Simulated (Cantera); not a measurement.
A Cantera script and what it prints.

```python
import numpy as np
import cantera as ct

gas_names = """
    H HO2 H2 H2O H2O2 O OH O2 O3 Pb PbO Pb2
""".split()
cond_names = """
    H2O(s) H2O(L) Pb(cr) Pb(L) PbO(rd) PbO(yw) PbO(L) PbO2(s) Pb3O4(s)
""".split()


def load(file, names, dense=False):
    # The tables refer to 1 bar. Condensed volumes are neglected.
    table = {s.name: s for s in ct.Species.list_from_file(file)}
    out = []
    for n in names:
        d = dict(table[n].input_data)
        d["thermo"] = dict(d["thermo"], **{"reference-pressure": 1e5})
        if dense:
            d["equation-of-state"] = {"model": "constant-volume", "density": "1e6 g/cm^3"}
        out.append(ct.Species.from_dict(d))
    return out


gas = ct.Solution(thermo="ideal-gas", species=load("nasa_gas.yaml", gas_names))
cond = {s.name: ct.Solution(thermo="fixed-stoichiometry", species=[s], name=s.name)
        for s in load("nasa_condensed.yaml", cond_names, dense=True)}
atoms = {
    'Pb': {'Pb': 1},
    'H2O': {'H': 2, 'O': 1},
    'H2': {'H': 2},
}
top_T = {'Pb3O4(s)': 820}  # K; cautious upper limits of use, not melting points


def equilibrate(T, P, feed):
    n = {}
    for name, mol in feed.items():
        for a, k in atoms[name].items():
            n[a] = n.get(a, 0.0) + k * mol
    gas.TPX = T, P, n
    mass = sum(n.values()) * gas.mean_molecular_weight
    gas.equilibrate("TP")
    valid = [c for c in cond.values() if c.min_temp <= T <= top_T.get(c.name, c.max_temp)]
    mix = ct.Mixture([(gas, mass / gas.mean_molecular_weight)] + [(c, 0.0) for c in valid])
    mix.T, mix.P = T, P
    mix.equilibrate("TP", solver="vcs", rtol=1e-11, max_steps=5000)
    return mix


results = []
feed = {'Pb': 1, 'H2O': 6.7, 'H2': 240}  # mol
P = 50000  # Pa
for T in [625, 725, 825, 925, 1025, 1125, 1225, 1325, 1425, 1525, 1625]:
    mix = equilibrate(T, P, feed)
    results.append((T, P, feed, dict(zip(mix.species_names, mix.species_moles))))

top = {s: max(r[3][s] / sum(r[3][g] for g in gas_names) for r in results) for s in gas_names}
cols = sorted((s for s in top if top[s] > 0.0001), key=lambda s: -top[s])[:5]
seen = [c for c in cond_names if any(r[3].get(c, 0) > 1e-12 for r in results)]
print("log10 of partial pressures in bar; condensed amounts in mol")
print(f"{'T/K':>10s}" + "".join(f"{s[:9]:>10s}" for s in cols + seen))
for T, P, feed, n in results:
    ng = sum(n[g] for g in gas_names)
    print(f"{T:10.4g}" + "".join(f"{np.log10(max(n[s] / ng * P / 1e5, 1e-99)):10.3f}" for s in cols)
          + "".join(f"{n.get(c, 0):10.4g}" for c in seen))
```

Output:

```
log10 of partial pressures in bar; condensed amounts in mol
       T/K        H2       H2O        Pb     Pb(L)
       625    -0.313    -1.867   -10.632         1
       725    -0.313    -1.867    -8.472         1
       825    -0.313    -1.867    -6.843    0.9999
       925    -0.313    -1.867    -5.573    0.9987
      1025    -0.313    -1.867    -4.556    0.9863
      1125    -0.313    -1.867    -3.723    0.9066
      1225    -0.314    -1.868    -3.029     0.538
      1325    -0.315    -1.869    -2.695         0
      1425    -0.315    -1.869    -2.695         0
      1525    -0.315    -1.869    -2.695         0
      1625    -0.315    -1.869    -2.695         0
```

These are equilibrium values from Cantera (NASA tables, ideal gas, pure condensed phases), not measurements of a reactor.
